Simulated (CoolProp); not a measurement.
Normal hydrogen at 300.23 K and 0.324 MPa flows at 13 m/s in a round tube of 25 mm bore and 45 µm roughness, fully developed (64/Re and Nu = 3.66 if laminar; Colebrook and Gnielinski if turbulent). Each further row changes one setting.

Computed with CoolProp (reference Helmholtz-energy equation of state, Leachman 2009).

```
case             Reynolds number  Darcy friction factor  pressure drop (Pa/m)  heat-transfer coefficient (W/(m² K))  mass flow (kg/h)
---------------  ---------------  ---------------------  --------------------  ------------------------------------  ----------------
as stated                   9490                      …                     …                                   226              6.00
velocity 26 m/s            19000                 0.0297                   105                                   413              12.0
diameter 50 mm             19000                 0.0280                  12.4                                   194                 …
```

Question: What belongs in the gaps?

Answer: 
- as stated, Darcy friction factor: 0.0339
- as stated, pressure drop (Pa/m): 29.9
- diameter 50 mm, mass flow (kg/h): 24.0

Viscosity comes from a separate model (Muzny 2013). Thermal conductivity comes from a separate model (Assael 2011).
